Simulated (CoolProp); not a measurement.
Vapour-liquid equilibrium of CHF3 (R23) (1) + R22 (2) at 0.226 bar; x and y are mole fractions of (1).

Values from CoolProp's multi-fluid Helmholtz-energy mixture model, Penoncello 2003 and Kamei 1995; pair parameters Bell 2016.

| x | bubble temperature, mixture model (K) | bubble temperature, Raoult's law (K) | y, mixture model | y, Raoult's law |
|---|---|---|---|---|
| 0.05 | 197.2 | 199.0 | 0.418 | 0.346 |
| 0.15 | (withheld) | 191.0 | 0.733 | 0.667 |
| 0.25 | 182.4 | 185.6 | 0.845 | 0.805 |
| 0.35 | (withheld) | 181.7 | 0.898 | 0.878 |
| 0.45 | 176.3 | 178.6 | 0.928 | 0.920 |
| 0.55 | (withheld) | 176.1 | 0.948 | 0.948 |
| 0.65 | 172.9 | 174.0 | (withheld) | 0.966 |
| 0.75 | 171.6 | 172.2 | 0.974 | 0.980 |
| 0.85 | 170.4 | 170.7 | 0.984 | 0.989 |
| 0.95 | 169.3 | 169.3 | 0.995 | 0.997 |

Problem. Complete the blanks.

Solution. 
- 0.15, bubble temperature, mixture model (K): 187.8
- 0.35, bubble temperature, mixture model (K): 178.8
- 0.55, bubble temperature, mixture model (K): 174.4
- 0.65, y, mixture model: 0.962

The largest gap from Raoult's law is -3.2 K in bubble temperature, at x = 0.25. No azeotrope shows between x = 0.05 and 0.95.

The pair parameters rest on a limited set of measurements; away from them the model extrapolates.
